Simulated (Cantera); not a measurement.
Source: NASA polynomial tables (part measured, part estimated), evaluated in Cantera. Values are per mole of reaction as written; species without (g) are pure solids or liquids, kept so even where they would boil at 1 bar.

TiOCl2(g) → 2 Cl(g) + TiO(g), with ΔH° = 842.6 kJ and ΔS° = 242.9 J/K at 300 K.

Problem. How far is the shortcut ΔG° ≈ ΔH°(300 K) − T·ΔS°(300 K) from the full temperature-dependent value at 450, 460, 470, 480, 490, 500, 510, 520, 530, 540, 550 K?

Solution. 
```csv
T (K),shortcut (kJ),full (kJ),difference (kJ),difference in log10 K
450,733.3,733.2,0.1,-0.01
460,730.8,730.7,0.1,-0.02
470,728.4,728.3,0.1,-0.02
480,726.0,725.8,0.2,-0.02
490,723.6,723.4,0.2,-0.02
500,721.1,720.9,0.2,-0.02
510,718.7,718.5,0.2,-0.02
520,716.3,716.0,0.2,-0.02
530,713.8,713.6,0.2,-0.02
540,711.4,711.1,0.3,-0.03
550,709.0,708.7,0.3,-0.03
```
The shortcut ignores the heat-capacity change of the reaction.
